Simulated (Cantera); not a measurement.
An adiabatic, constant-volume homogeneous reactor starts with CH4 : O2 : N2 = 1 : 2 : 19 (molar parts), equivalence ratio 1.0, at 1225 K and 8.10 bar. Integrator tolerance rtol = 1e-08.

Computed with Cantera and GRI-Mech 3.0 (53 species, 325 reactions).

Problem. What does this change do: initial temperature 1225 to 1148 K?

Solution. 
```json
[
 {"quantity": "time of steepest temperature rise", "before": "10.5 ms", "after": "27.1 ms"},
 {"quantity": "temperature at 0.200 s", "before": "2388 K", "after": "2333 K"},
 {"quantity": "equilibrium temperature", "before": "2388 K", "after": "2333 K"},
 {"quantity": "x(CH4) at 0.200 s", "before": "<1e-12 (gas-phase equilibrium <1e-12)", "after": "<1e-12 (gas-phase equilibrium <1e-12)"},
 {"quantity": "x(O2) at 0.200 s", "before": "0.00189 (gas-phase equilibrium 0.00189)", "after": "0.00153 (gas-phase equilibrium 0.00153)"},
 {"quantity": "x(CO2) at 0.200 s", "before": "0.0406 (gas-phase equilibrium 0.0406)", "after": "0.0416 (gas-phase equilibrium 0.0416)"},
 {"quantity": "x(NO) at 0.200 s", "before": "0.00186 (gas-phase equilibrium 0.00186)", "after": "0.00150 (gas-phase equilibrium 0.00150)"},
 {"quantity": "x(HO2) at 0.200 s", "before": "5.77e-7 (gas-phase equilibrium 5.77e-7)", "after": "4.25e-7 (gas-phase equilibrium 4.25e-7)"},
 {"quantity": "x(H2) at 0.200 s", "before": "0.00172 (gas-phase equilibrium 0.00172)", "after": "0.00140 (gas-phase equilibrium 0.00140)"},
 {"quantity": "x(H) at 0.200 s", "before": "0.000158 (gas-phase equilibrium 0.000158)", "after": "0.000106 (gas-phase equilibrium 0.000106)"}
]
```

Problem. What does this change do: constant pressure in place of constant volume?

Solution. 
```tsv
quantity	before	after
time of steepest temperature rise	10.5 ms	11.0 ms
temperature at 0.200 s	2388 K	2168 K
equilibrium temperature	2388 K	2168 K
x(CH4) at 0.200 s	<1e-12 (gas-phase equilibrium <1e-12)	<1e-12 (gas-phase equilibrium <1e-12)
x(O2) at 0.200 s	0.00189 (gas-phase equilibrium 0.00189)	0.00105 (gas-phase equilibrium 0.00102)
x(CO2) at 0.200 s	0.0406 (gas-phase equilibrium 0.0406)	0.0431 (gas-phase equilibrium 0.0431)
x(NO) at 0.200 s	0.00186 (gas-phase equilibrium 0.00186)	0.000739 (gas-phase equilibrium 0.000856)
x(HO2) at 0.200 s	5.77e-7 (gas-phase equilibrium 5.77e-7)	1.59e-7 (gas-phase equilibrium 1.55e-7)
x(H2) at 0.200 s	0.00172 (gas-phase equilibrium 0.00172)	0.000909 (gas-phase equilibrium 0.000921)
x(H) at 0.200 s	0.000158 (gas-phase equilibrium 0.000158)	5.00e-5 (gas-phase equilibrium 5.02e-5)
```
